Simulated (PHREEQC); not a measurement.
Solution (25 °C): 0.053 mmol/kgw CaSO4 and 4.8 mmol/kgw Na2HPO4. Closed to the air; pH follows from the charge balance.

Model: ion-association model, phreeqc.dat, run in PHREEQC.

```json
[
 {"quantity": "pH", "before": "9.04", "after": "8.69"},
 {"quantity": "ionic strength (mol/kgw)", "before": "0.0143", "after": "0.0142"},
 {"quantity": "Ca+2 (mol/kgw)", "before": "1.08e-5", "after": "8.03e-6"},
 {"quantity": "NaSO4- (mol/kgw)", "before": "1.53e-6", "after": "1.80e-6"},
 {"quantity": "CaSO4 (mol/kgw)", "before": "3.86e-8", "after": "3.40e-8"},
 {"quantity": "CaOH+ (mol/kgw)", "before": "1.39e-9", "after": "4.47e-10"},
 {"quantity": "SI of Gypsum (CaSO4:2H2O)", "before": "-5.08", "after": "-5.17"}
]
```

Q: What was changed between the two runs?
A. Na2HPO4 from 0.0048 to 0.00096 mol/kgw
B. Na2HPO4 replaced by Na2SO4 at the same molality
C. temperature from 25 to 60 °C
D. CaSO4 from 5.3e-05 to 4.77e-05 mol/kgw
E. temperature from 25 to 45 °C

A: C, temperature from 25 to 60 °C

No solid was allowed to form. Some of these states are supersaturated (in Hydroxyapatite, for instance). At this temperature some constants are extrapolated from 25 °C, and those without enthalpy data are left unchanged.
